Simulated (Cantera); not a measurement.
What does this Cantera script print?

```python
import numpy as np
import cantera as ct

gas_names = """
    B BH BH2 BH3 BO BO2 B2 B2O B2O2 B2O3 B3O3H3 H HBO HBO2 HO2 H2 H2O H2O2 H3B3O6 O OH O2 O3
""".split()
cond_names = """
    B(b) B(L) B2O3(L) B3O3H3(cr) H2O(s) H2O(L)
""".split()


# ... load() reads the species with a 1 bar reference pressure and builds the phases ...
atoms = {
    'B': {'B': 1},
    'H2O': {'H': 2, 'O': 1},
}
top_T = {}  # K; cautious upper limits of use, not melting points


# ... equilibrate(T, P, feed) seeds the gas with the atoms and calls Mixture.equilibrate('TP', solver="vcs", rtol=1e-11, max_steps=5000) ...
results = []
feed = {'B': 1, 'H2O': 0.01}  # mol
T = 775  # K
P = 13332.2  # Pa
mix = equilibrate(T, P, feed)
results.append((T, P, feed, dict(zip(mix.species_names, mix.species_moles))))
print(gas.report(threshold=0.0001))
for i in range(1, mix.n_phases):
    print(f"{mix.phase(i).name:16s} {mix.phase_moles(i):12.5e} mol")
```

Result:

```
       temperature   775 K
          pressure   13332 Pa
           density   0.0044102 kg/m^3
  mean mol. weight   2.1316 kg/kmol
   phase of matter   gas

                          1 kg             1 kmol
                     ---------------   ---------------
          enthalpy        5.7689e+06        1.2297e+07  J
   internal energy        2.7459e+06         5.853e+06  J
           entropy             82481        1.7581e+05  J/K
    Gibbs function       -5.8154e+07       -1.2396e+08  J
 heat capacity c_p             13939             29712  J/K
 heat capacity c_v             10039             21398  J/K

                      mass frac. Y      mole frac. X     chem. pot. / RT
                     ---------------   ---------------   ---------------
            B3O3H3          0.055553          0.001419           -237.19
                H2           0.94445           0.99858           -18.927
     [  +21 minor]        3.3498e-08        3.5699e-09

B(b)              9.93319e-01 mol
B2O3(L)           3.31915e-03 mol
B3O3H3(cr)        0.00000e+00 mol
```

These are equilibrium values from Cantera (NASA tables, ideal gas, pure condensed phases), not measurements of a reactor.
